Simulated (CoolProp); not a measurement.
Vapour-liquid equilibrium of R134a (1) + R124 (2) at 0.00144 MPa; x and y are mole fractions of (1).

Computed with CoolProp (multi-fluid Helmholtz-energy mixture model, Tillner-Roth 1994 and de Vries 1995; pair parameters Bell 2016).

Give the bubble temperature and the first vapour's composition at x = 0.05, 0.2, 0.65. Is there an azeotrope?

x = 0.05: 190.3 K, y = 0.131; x = 0.2: 188.0 K, y = 0.403; x = 0.65: 184.1 K, y = 0.793. No azeotrope shows between x = 0.05 and 0.95.

The pair parameters rest on a limited set of measurements; away from them the model extrapolates.
